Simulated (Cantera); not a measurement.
An isothermal, constant-pressure homogeneous reactor starts with 9.52 % NO, 90.5 % N2, at 1773 K and 0.138 atm.

Model: GRI-Mech 3.0 (53 species, 325 reactions), integrated in Cantera.

Q: Predict: x(NO) at 100 s; x(O2) at 100 s; x(NO2) at 100 s; x(N2) at 100 s; x(N2O) at 100 s; x(O) at 100 s.

A: 
- x(NO) at 100 s = 0.0477 (gas-phase equilibrium 0.00197)
- x(O2) at 100 s = 0.0237 (gas-phase equilibrium 0.0466)
- x(NO2) at 100 s = 1.60e-5 (gas-phase equilibrium 9.20e-7)
- x(N2) at 100 s = 0.928 (gas-phase equilibrium 0.951)
- x(N2O) at 100 s = 8.98e-7 (gas-phase equilibrium 4.67e-8)
- x(O) at 100 s = 3.95e-5 (gas-phase equilibrium 5.45e-5)
